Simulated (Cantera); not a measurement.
An isothermal, constant-pressure homogeneous reactor starts with CH4 : N2 = 1 : 34 (molar parts), at 1848 K and 0.0133 bar. Integrator tolerance rtol = 1e-08.

Model: GRI-Mech 3.0 (53 species, 325 reactions), integrated in Cantera. GRI-Mech 3.0 stops at C3 and has no aromatics, soot or wall deposition, so with more carbon than oxygen in the feed, carbon stays in small species such as C2H2 where larger ones or solid carbon would form. Radical loss at walls, strong at low pressure, is not modelled.

What does this change do: pressure from 0.0133 bar to 1.01 bar?


| quantity | before | after |
|---|---|---|
| x(CH4) at 200 s | 7.98e-8 (gas-phase equilibrium 1.82e-7) | 3.90e-5 (gas-phase equilibrium 1.41e-5) |
| x(C2H2) at 200 s | 0.0138 (gas-phase equilibrium 0.00161) | 0.0133 (gas-phase equilibrium 0.00161) |
| x(C2H6) at 200 s | <1e-12 (gas-phase equilibrium <1e-12) | 3.81e-10 (gas-phase equilibrium 4.87e-11) |
| x(CH3) at 200 s | 3.65e-8 (gas-phase equilibrium 8.34e-8) | 2.04e-6 (gas-phase equilibrium 7.34e-7) |
| x(HCN) at 200 s | 0.000111 (gas-phase equilibrium 0.0245) | 0.00107 (gas-phase equilibrium 0.0245) |

What does this change do: temperature 1848 to 1975 K?


```
quantity                                           before                                    after
----------------  ---------------------------------------  ---------------------------------------
x(CH4) at 200 s   7.98e-8 (gas-phase equilibrium 1.82e-7)  3.22e-8 (gas-phase equilibrium 7.29e-8)
x(C2H2) at 200 s   0.0138 (gas-phase equilibrium 0.00161)   0.0138 (gas-phase equilibrium 0.00144)
x(C2H6) at 200 s    <1e-12 (gas-phase equilibrium <1e-12)    <1e-12 (gas-phase equilibrium <1e-12)
x(CH3) at 200 s   3.65e-8 (gas-phase equilibrium 8.34e-8)  3.77e-8 (gas-phase equilibrium 8.55e-8)
x(HCN) at 200 s   0.000111 (gas-phase equilibrium 0.0245)  0.000206 (gas-phase equilibrium 0.0248)
```
